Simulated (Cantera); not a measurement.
What does this Cantera script print?

```python
import numpy as np
import cantera as ct

gas_names = """
    F FO FO2 F2 F2O H HF HOF HO2 H2 H2F2 H2O H2O2 H3F3 H4F4 H5F5 H6F6 H7F7 O OH O2 O3 Si SiF SiF2 SiF3
    SiF4 SiH SiHF3 SiH2 SiH2F2 SiH3 SiH3F SiH4 SiO SiO2 Si2 Si3
""".split()
cond_names = """
    H2O(s) H2O(L) Si(cr) Si(L) SiO2(Lqz) SiO2(hqz) SiO2(L)
""".split()


# ... load() reads the species with a 1 bar reference pressure and builds the phases ...
atoms = {
    'SiO2': {'Si': 1, 'O': 2},
    'HF': {'H': 1, 'F': 1},
    'O2': {'O': 2},
}
top_T = {}  # K; cautious upper limits of use, not melting points


# ... equilibrate(T, P, feed) seeds the gas with the atoms and calls Mixture.equilibrate('TP', solver="vcs", rtol=1e-11, max_steps=5000) ...
results = []
feed = {'SiO2': 1, 'HF': 24, 'O2': 0.085}  # mol
P = 20  # Pa
for T in [1375, 1425, 1475, 1525, 1575, 1625, 1675, 1725, 1775, 1825]:
    mix = equilibrate(T, P, feed)
    results.append((T, P, feed, dict(zip(mix.species_names, mix.species_moles))))

top = {s: max(r[3][s] / sum(r[3][g] for g in gas_names) for r in results) for s in gas_names}
cols = sorted((s for s in top if top[s] > 0.001), key=lambda s: -top[s])[:9]
seen = [c for c in cond_names if any(r[3].get(c, 0) > 1e-12 for r in results)]
print("log10 of partial pressures in bar; condensed amounts in mol")
print(f"{'T/K':>10s}" + "".join(f"{s[:9]:>10s}" for s in cols + seen))
for T, P, feed, n in results:
    ng = sum(n[g] for g in gas_names)
    print(f"{T:10.4g}" + "".join(f"{np.log10(max(n[s] / ng * P / 1e5, 1e-99)):10.3f}" for s in cols)
          + "".join(f"{n.get(c, 0):10.4g}" for c in seen))
```

Output:

```
log10 of partial pressures in bar; condensed amounts in mol
       T/K        HF       H2O      SiF4        O2       SiO        H2         H        OH SiO2(hqz)   SiO2(L)
      1375    -3.724    -5.161    -5.462    -6.145   -13.925    -8.603    -9.767    -8.069     0.591         0
      1425    -3.721    -5.207    -5.507    -6.145   -12.868    -8.315    -9.324    -7.875    0.6308         0
      1475    -3.719    -5.250    -5.549    -6.146   -11.883    -8.047    -8.911    -7.695    0.6646         0
      1525    -3.718    -5.290    -5.589    -6.147   -10.964    -7.797    -8.525    -7.526    0.6933         0
      1575    -3.716    -5.329    -5.625    -6.146   -10.105    -7.564    -8.163    -7.368    0.7178         0
      1625    -3.715    -5.366    -5.659    -6.145    -9.300    -7.346    -7.824    -7.220    0.7384         0
      1675    -3.714    -5.402    -5.690    -6.141    -8.546    -7.143    -7.507    -7.081    0.7553         0
      1725    -3.714    -5.438    -5.719    -6.132    -7.843    -6.957    -7.210    -6.949         0    0.7684
      1775    -3.713    -5.475    -5.745    -6.111    -7.190    -6.791    -6.934    -6.824         0    0.7737
      1825    -3.714    -5.512    -5.768    -6.055    -6.591    -6.654    -6.683    -6.697         0    0.7581
```

Method: chemical equilibrium by Gibbs-energy minimisation in Cantera with the NASA 1993 tables (ideal gas, pure condensed phases). The tables' values for SiF3, SiO2 are old estimates; treat these amounts as uncertain. The tables hold silica as quartz up to 1696 K and as liquid above; real silica turns to tridymite and cristobalite and melts near 1996 K.
